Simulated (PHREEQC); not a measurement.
Make-up at 25 °C: 0.27 mol ZnBr2, 0.0027 mol CaCl2, 0.00029 mol HCl and 0.00019 mol NaCl per kg of water. Closed to the air; pH follows from the charge balance.

Computed with PHREEQC (ion-association model, wateq4f.dat).

```
Property                  Result
-----------------  -------------
pH                          3.66
ionic strength     0.799 mol/kgw
activity of water          0.986
total alkalinity   -0.290 meq/kg
```

| species | molality | activity | log γ |
|---|---|---|---|
| Br- | 0.530 | 0.404 | -0.118 |
| Zn+2 | 0.261 | 0.0570 | -0.660 |
| ZnBr+ | 0.00795 | 0.00605 | -0.118 |
| Cl- | 0.00510 | 0.00313 | -0.213 |
| Ca+2 | 0.00270 | 0.000667 | -0.607 |
| ZnBr2 | 0.000809 | 0.000972 | 0.080 |
| ZnCl+ | 0.000776 | 0.000479 | -0.210 |
| H+ | 0.000290 | 0.000218 | -0.125 |
| Na+ | 0.000190 | 0.000135 | -0.150 |

This is a speciation only: nothing precipitates in the calculation. The ionic strength is past about 0.7 mol/kgw, beyond the range of this activity model, so the values are rough.
